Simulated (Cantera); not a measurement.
What does this Cantera script print?

```python
import numpy as np
import cantera as ct

gas_names = [...]  # 95 gases of nasa_gas.yaml made of C, F, H
cond_names = """
    C(gr) C6H6(L) C7H8(L) C8H18(L),n-octa
""".split()


# ... load() reads the species with a 1 bar reference pressure and builds the phases ...
atoms = {
    'CF4': {'C': 1, 'F': 4},
    'H2': {'H': 2},
}
top_T = {'C(gr)': 4500}  # K; cautious upper limits of use, not melting points


# ... equilibrate(T, P, feed) seeds the gas with the atoms and calls Mixture.equilibrate('TP', solver="vcs", rtol=1e-11, max_steps=5000) ...
results = []
T = 2273  # K
P = 5600  # Pa
for m in [0.86, 2, 3.2, 4.3, 5.5, 6.6, 7.8, 9]:
    feed = {'CF4': 1, 'H2': m}  # mol
    mix = equilibrate(T, P, feed)
    results.append((T, P, feed, dict(zip(mix.species_names, mix.species_moles))))

top = {s: max(r[3][s] / sum(r[3][g] for g in gas_names) for r in results) for s in gas_names}
cols = sorted((s for s in top if top[s] > 1e-06), key=lambda s: -top[s])[:9]
seen = [c for c in cond_names if any(r[3].get(c, 0) > 1e-12 for r in results)]
print("log10 of partial pressures in bar; condensed amounts in mol")
print(f"{'n(H2)':>10s}" + "".join(f"{s[:9]:>10s}" for s in cols + seen))
for T, P, feed, n in results:
    ng = sum(n[g] for g in gas_names)
    print(f"{feed['H2']:10.4g}" + "".join(f"{np.log10(max(n[s] / ng * P / 1e5, 1e-99)):10.3f}" for s in cols)
          + "".join(f"{n.get(c, 0):10.4g}" for c in seen))
```

Output:

```
log10 of partial pressures in bar; condensed amounts in mol
     n(H2)        HF        H2       CF4       CF2         F         H       CF3 C2H2,acet        CF     C(gr)
      0.86    -1.427    -7.969    -2.112    -2.148    -2.480    -6.060    -3.418   -10.392    -4.302    0.2986
         2    -1.253    -4.523    -8.309    -5.247    -4.030    -4.337    -8.065    -6.947    -5.851    0.9995
       3.2    -1.369    -1.910   -14.000    -8.092    -5.452    -3.031   -12.334    -4.334    -7.274    0.9912
       4.3    -1.454    -1.708   -14.740    -8.463    -5.637    -2.930   -12.889    -4.132    -7.459    0.9831
       5.5    -1.530    -1.601   -15.260    -8.723    -5.767    -2.876   -13.279    -4.025    -7.589    0.9742
       6.6    -1.590    -1.541   -15.619    -8.902    -5.857    -2.846   -13.548    -3.965    -7.679     0.966
       7.8    -1.647    -1.497   -15.935    -9.060    -5.936    -2.824   -13.785    -3.921    -7.758    0.9571
         9    -1.697    -1.466   -16.200    -9.192    -6.002    -2.808   -13.984    -3.889    -7.824    0.9482
```

These are equilibrium values from Cantera (NASA tables, ideal gas, pure condensed phases), not measurements of a reactor. Gases not in the tables: C2F6 and larger saturated fluorocarbons.
